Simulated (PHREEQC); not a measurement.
Synthetic water in mg/L, 60 °C, pH 3.2, pe 10.5: Na 132; K 71.2; Ca 155; Mg 0.054; Cl 21.7; S(6) as SO4 787; Mn(2) 4.16; F 0.0359.

Na is adjusted to close the charge balance.
Valence states are taken as typed.

The numbers come from PHREEQC with the ion-association model, phreeqc.dat.

Question: The ionic strength comes out as 0.0229 mol/kgw. What activity coefficients do K+, KSO4-, HSO4-, Mn+2, NaSO4- get?

Answer: K+ 0.85, KSO4- 0.86, HSO4- 0.86, Mn+2 0.56, NaSO4- 0.86.

No solid was allowed to form. Complexes and solids missing from the database can't appear. At this temperature some constants are extrapolated from 25 °C, and those without enthalpy data are left unchanged.
